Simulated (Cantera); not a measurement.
A Cantera script and its output.

```python
import numpy as np
import cantera as ct

surf = ct.Interface("ptcombust.yaml", "Pt_surf")
gas = surf.adjacent["gas"]
gas.TPX = 948, 100000, {'CO': 0.0066, 'O2': 0.041, 'N2': 0.79, 'H2O': 0.013}
surf.TP = 948, 100000
reactor = ct.FlowReactor(gas, clone=False)
reactor.area = 0.0001  # m2
reactor.surface_area_to_volume_ratio = 110  # 1/m
reactor.mass_flow_rate = 0.39 * reactor.area * gas.density  # inlet velocity 0.39 m/s
reactor.energy_enabled = False
wall = ct.ReactorSurface(surf, reactor, clone=False)
net = ct.ReactorNet([reactor])
net.rtol, net.atol = 1e-8, 1e-16
show, cover = ['CO', 'O2', 'H2O', 'CO2'], ['PT(S)', 'H(S)', 'O(S)', 'OH(S)', 'CO(S)', 'C(S)']

rows = []
print(f"{'z/m':>9s}{'u/(m/s)':>9s}" + "".join(f"{s:>13s}" for s in show + cover))
for z in [0.00011, 0.00019, 0.00034, 0.00061, 0.0011, 0.0019, 0.0034, 0.0061, 0.011]:
    net.advance(z)
    rows.append([reactor.speed, *gas[show].X, *surf[cover].coverages])
    print(f"{z:9.4g}{rows[-1][0]:9.3g}" + "".join(f"{x:13.4e}" for x in rows[-1][1:]))
```

Output:

```
      z/m  u/(m/s)           CO           O2          H2O          CO2        PT(S)         H(S)         O(S)        OH(S)        CO(S)         C(S)
  0.00011    0.389   1.5888e-03   4.5253e-02   1.5331e-02   6.1944e-03   2.3338e-01   3.4140e-07   7.6268e-01   2.8489e-03   1.0777e-03   1.8710e-14
  0.00019    0.389   1.1041e-03   4.5022e-02   1.5334e-02   6.6810e-03   2.1006e-01   2.8708e-07   7.8660e-01   2.7452e-03   5.8982e-04   8.9357e-15
  0.00034    0.389   6.2270e-04   4.4792e-02   1.5338e-02   7.1643e-03   1.9470e-01   2.5368e-07   8.0235e-01   2.6695e-03   2.8065e-04   3.8637e-15
  0.00061    0.389   2.4939e-04   4.4613e-02   1.5341e-02   7.5391e-03   1.8563e-01   2.3484e-07   8.1164e-01   2.6220e-03   1.0111e-04   1.3119e-15
   0.0011    0.388   5.2704e-05   4.4519e-02   1.5342e-02   7.7365e-03   1.8153e-01   2.2653e-07   8.1584e-01   2.5997e-03   2.0338e-05   2.5673e-16
   0.0019    0.388   4.4175e-06   4.4496e-02   1.5343e-02   7.7850e-03   1.8058e-01   2.2463e-07   8.1681e-01   2.5944e-03   1.6850e-06   2.1134e-17
   0.0034    0.388   4.3087e-08   4.4494e-02   1.5343e-02   7.7894e-03   1.8050e-01   2.2446e-07   8.1690e-01   2.5940e-03   1.6418e-08   2.0581e-19
   0.0061    0.388   1.0369e-11   4.4494e-02   1.5343e-02   7.7894e-03   1.8050e-01   2.2445e-07   8.1690e-01   2.5940e-03   3.9510e-12   4.9527e-23
    0.011    0.388   2.4035e-15   4.4494e-02   1.5343e-02   7.7894e-03   1.8050e-01   2.2445e-07   8.1690e-01   2.5940e-03   1.0054e-15   1.3110e-26
```

Model: Deutschmann's 1995 Pt surface mechanism with GRI-Mech 3.0 gas chemistry, integrated in Cantera. Catalytic surfaces can have several steady states; this one follows from the mechanism file's or the stated starting coverage. Mass transfer to the wall is taken as infinitely fast.
